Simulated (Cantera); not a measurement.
Source: NASA polynomial tables (part measured, part estimated), evaluated in Cantera. Values are per mole of reaction as written; species without (g) are pure solids or liquids, kept so even where they would boil at 1 bar.

Task: Between 673 and 898 K, where is each reaction favourable under standard conditions?
- 2 H2O(g) + O2(g) + 2 Cu = 2 Cu(OH)2

Result: 
- 2 H2O(g) + O2(g) + 2 Cu = 2 Cu(OH)2: ΔG° is -135 kJ at 673 K and -49 kJ at 898 K; it stays negative (K > 1). ΔH° is -383 kJ and ΔS° -371 J/K at 898 K.
